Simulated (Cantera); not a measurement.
Feed: 1 mol SiF₄, 16 mol NH₃, 0.32 mol H₂, 2.3 mol N₂, at 1177 °C and 6.70 mbar.

These are equilibrium values from Cantera (NASA tables, ideal gas, pure condensed phases), not measurements of a reactor. Candidate condensed phases: Si, Si₃N₄; 37 gas species. The tables' values for SiF₃, SiF₂ are old estimates; treat these amounts as uncertain. Equilibrium is a limit: real reactors are often held back by kinetics, nucleation or transport.

Base state: H₂ 0.677, N₂ 0.288, SiF₄ 0.0216, HF 0.00710, SiF₃ 0.00496, SiF₂ 0.000709, SiHF₃ 0.000697, H 9.50e-5 (mole fractions); condensed: gas only.

### Question
What changes in the equilibrium state with this change: temperature from 1177 °C to 852 °C?

### Answer
| species | before | after |
|---|---|---|
| H₂ | 0.677 | 0.682 |
| N₂ | 0.288 | 0.289 |
| SiF₄ | 0.0216 | 0.0275 |
| HF | 0.00710 | 0.00136 |
| SiF₂ | 0.000709 | 3.21e-7 |
| H | 9.50e-5 | 4.48e-7 |
| SiF₃ | 0.00496 | 8.04e-5 |
| Si₃N₄(s), mol | 0 | 0.00326 |
The tables' values for SiF₃ are old estimates; treat these amounts as uncertain.

### Question
What changes in the equilibrium state with this change: pressure from 6.70 mbar to 0.100 bar?

### Answer
```csv
species,before,after
H₂,0.677,0.679
N₂,0.288,0.288
SiF₄,0.0216,0.0244
SiF₃,0.00496,0.00198
SiF₂,0.000709,0.000100
H,9.50e-5,2.46e-5
SiH₂F₂,1.04e-5,2.19e-5
SiHF₃,0.000697,0.00108
"Si₃N₄(s), mol",0,0.00562
```
